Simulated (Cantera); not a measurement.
An isothermal, constant-pressure homogeneous reactor starts with 23.3 % CH₄, 76.7 % H₂, at 1673 K and 0.0267 bar.

Model: GRI-Mech 3.0 (53 species, 325 reactions), integrated in Cantera. GRI-Mech 3.0 stops at C3 and has no aromatics, soot or wall deposition, so with more carbon than oxygen in the feed, carbon stays in small species such as C2H2 where larger ones or solid carbon would form. Radical loss at walls, strong at low pressure, is not modelled.

Task: Predict: x(CH₄) at 1.00 s; x(H₂) at 1.00 s; x(C₂H₂) at 1.00 s; x(H) at 1.00 s; x(C₂H₄) at 1.00 s.

Result: 
* **x(CH₄) at 1.00 s**: 0.0302 (gas-phase equilibrium 0.00112)
* **x(H₂) at 1.00 s**: 0.887 (gas-phase equilibrium 0.904)
* **x(C₂H₂) at 1.00 s**: 0.0817 (gas-phase equilibrium 0.0937)
* **x(H) at 1.00 s**: 0.000563 (gas-phase equilibrium 0.000668)
* **x(C₂H₄) at 1.00 s**: 0.000188 (gas-phase equilibrium 0.000135)
